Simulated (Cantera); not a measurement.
Mixture: CH4 : O2 : N2 = 1 : 3.64 : 13.7 (molar parts), equivalence ratio 0.55, at 5.00 bar, adiabatic and at constant pressure. Ignition delay is the time to a rise of 400 K.

Computed with Cantera and GRI-Mech 3.0 (53 species, 325 reactions).

Question: What does this change do: CH4 1 to 1.4 parts?

Answer: 
| quantity | before | after |
|---|---|---|
| delay at 1100 K | 29.4 ms | 34.2 ms |
| delay at 1300 K | 2.19 ms | 2.56 ms |
| delay at 1500 K | 0.268 ms | 0.303 ms |
| delay at 1700 K | 51.6 µs | 54.5 µs |
| apparent activation energy between 1600 and 1800 K | 170 kJ/mol | 180 kJ/mol |
